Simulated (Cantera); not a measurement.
Input (Python, Cantera):

```python
import numpy as np
import cantera as ct

gas = ct.Solution("gri30.yaml")
gas.TPX = 425, 100000, {'CH4': 1, 'CO': 0.042, 'O2': 2.43, 'N2': 9.16}
flame = ct.FreeFlame(gas, width=0.04)
flame.set_refine_criteria(ratio=3, slope=0.08, curve=0.16)
flame.transport_model = "mixture-averaged"
flame.solve(loglevel=0, auto=True)
z, T = flame.grid, flame.T
thick = (T[-1] - T[0]) / np.gradient(T, z).max()
show = ['CH4', 'CO', 'O2', 'C2H6', 'CO2', 'NO']
print(f"laminar burning velocity  {flame.velocity[0] * 100:.3f} cm/s")
print(f"burnt temperature         {T[-1]:.1f} K")
print(f"thermal thickness         {thick * 1e3:.4f} mm")
print(f"grid points               {len(z)}")
z0 = z[flame.heat_release_rate.argmax()]
print(f"{'z/mm':>9s}{'T/K':>9s}{'u/(m/s)':>9s}" + "".join(f"{s:>11s}" for s in show))
rows = []
for k in (-3, -2, -1.5, -1, -0.5, -0.25, 0, 0.25, 0.5, 1, 2, 4, 8):
    zz = z0 + k * thick
    rows.append([k * thick, np.interp(zz, z, T), np.interp(zz, z, flame.velocity),
                 *(np.interp(zz, z, flame.X[gas.species_index(s)]) for s in show)])
    print(f"{rows[-1][0] * 1e3:9.3f}{rows[-1][1]:9.1f}{rows[-1][2]:9.3f}" + "".join(f"{x:11.3e}" for x in rows[-1][3:]))
```

Result:

```
laminar burning velocity  56.735 cm/s
burnt temperature         2131.3 K
thermal thickness         0.4305 mm
grid points               142
     z/mm      T/K  u/(m/s)        CH4         CO         O2       C2H6        CO2         NO
   -1.291    425.1    0.568  7.911e-02  3.325e-03  1.923e-01  1.029e-08  1.814e-07  6.514e-11
   -0.861    426.7    0.570  7.893e-02  3.346e-03  1.920e-01  2.170e-07  3.481e-06  8.986e-10
   -0.646    434.0    0.581  7.836e-02  3.466e-03  1.914e-01  1.861e-06  2.740e-05  5.411e-09
   -0.430    489.7    0.658  7.491e-02  4.559e-03  1.873e-01  2.730e-05  3.564e-04  5.608e-08
   -0.215    860.6    1.169  5.365e-02  1.409e-02  1.578e-01  4.159e-04  5.206e-03  9.207e-07
   -0.108   1252.8    1.713  2.982e-02  2.668e-02  1.207e-01  5.949e-04  1.399e-02  2.272e-06
    0.000   1624.6    2.231  6.928e-03  3.800e-02  7.765e-02  6.813e-05  2.855e-02  4.468e-06
    0.108   1776.0    2.433  4.392e-04  3.324e-02  5.395e-02  2.201e-07  4.389e-02  7.117e-06
    0.215   1829.2    2.495  1.387e-05  2.449e-02  4.620e-02  1.636e-10  5.456e-02  9.073e-06
    0.430   1895.3    2.570  3.218e-08  1.590e-02  4.145e-02  3.222e-15  6.436e-02  1.181e-05
    0.861   1971.9    2.661  3.453e-13  1.075e-02  3.826e-02  6.908e-23  7.020e-02  1.593e-05
    1.722   2042.1    2.745  2.520e-18  7.262e-03  3.585e-02  8.850e-30  7.411e-02  2.204e-05
    3.444   2092.9    2.804  3.558e-19  4.260e-03  3.413e-02  9.515e-31  7.742e-02  3.045e-05
```

Computed with Cantera and GRI-Mech 3.0 (53 species, 325 reactions). Burning velocities carry a grid error of a few per cent, more on coarse grids.
